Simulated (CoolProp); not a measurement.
Vapour-liquid equilibrium of carbon dioxide (1) + CH2F2 (R32) (2) at 1040 kPa; x and y are mole fractions of (1).

Computed with CoolProp (multi-fluid Helmholtz-energy mixture model, Span 1996 and Tillner-Roth 1997; pair parameters Bell 2016).

Give the bubble temperature and the first vapour's composition at x = 0.125, 0.8, 0.875. Is there an azeotrope?

x = 0.125: 270.5 K, y = 0.335; x = 0.8: 239.2 K, y = 0.941; x = 0.875: 237.2 K, y = 0.965. No azeotrope shows between x = 0.05 and 0.95.

Pair parameters are fitted to limited data, so mixtures are less certain than the pure fluids.
